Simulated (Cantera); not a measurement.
Cantera run, input and output.

```python
import numpy as np
import cantera as ct

gas = ct.Solution("gri30.yaml")
gas.TPX = 1475, 420000, {'CO': 0.0012, 'O2': 0.074, 'H2O': 0.0027, 'N2': 1}
inlet = ct.Reservoir(gas, clone=True)

reactor = ct.IdealGasConstPressureReactor(gas, energy="off", clone=False)
exhaust = ct.Reservoir(gas, clone=True)
tau = [6.2, 2, 0.66, 0.22, 0.071, 0.023, 0.0076, 0.0025, 0.00082, 0.00027][0]
for a, b in ((inlet, reactor), (reactor, exhaust)):
    ct.MassFlowController(a, b, mdot=lambda t: reactor.mass / tau)
net = ct.ReactorNet([reactor])
show = ['CO', 'O2', 'H2O', 'HO2', 'NO', 'H2']

rows = []
print(f"{'tau/s':>10s}{'T/K':>9s}" + "".join(f"{s:>11s}" for s in show))
for tau in [6.2, 2, 0.66, 0.22, 0.071, 0.023, 0.0076, 0.0025, 0.00082, 0.00027]:
    net.initial_time = 0.0
    net.advance(30 * tau)
    before = gas.X
    net.advance(40 * tau)
    drift = np.max(np.abs(gas.X - before) / (gas.X + 1e-9))
    rows.append([gas.T, *gas[show].X, drift])
    print(f"{tau:10.3e}{gas.T:9.1f}" + "".join(f"{x:11.3e}" for x in gas[show].X))
```

Result:

```
     tau/s      T/K         CO         O2        H2O        HO2         NO         H2
 6.200e+00   1475.0  2.165e-06  6.813e-02  2.503e-03  2.428e-08  5.846e-07  1.111e-08
 2.000e+00   1475.0  5.342e-06  6.813e-02  2.502e-03  3.878e-08  4.221e-07  1.828e-08
 6.600e-01   1475.0  1.224e-05  6.813e-02  2.501e-03  7.185e-08  3.865e-07  3.323e-08
 2.200e-01   1475.0  2.702e-05  6.814e-02  2.499e-03  1.417e-07  3.914e-07  6.317e-08
 7.100e-02   1475.0  5.976e-05  6.815e-02  2.496e-03  2.867e-07  3.886e-07  1.249e-07
 2.300e-02   1475.0  1.281e-04  6.818e-02  2.492e-03  5.570e-07  3.283e-07  2.457e-07
 7.600e-03   1475.0  2.578e-04  6.823e-02  2.487e-03  9.907e-07  2.063e-07  4.584e-07
 2.500e-03   1475.0  4.744e-04  6.832e-02  2.482e-03  1.555e-06  8.573e-08  7.635e-07
 8.200e-04   1475.0  7.534e-04  6.845e-02  2.480e-03  1.990e-06  1.992e-08  9.718e-07
 2.700e-04   1475.0  9.965e-04  6.857e-02  2.486e-03  1.739e-06  1.622e-09  6.296e-07
```

Computed with Cantera and GRI-Mech 3.0 (53 species, 325 reactions).
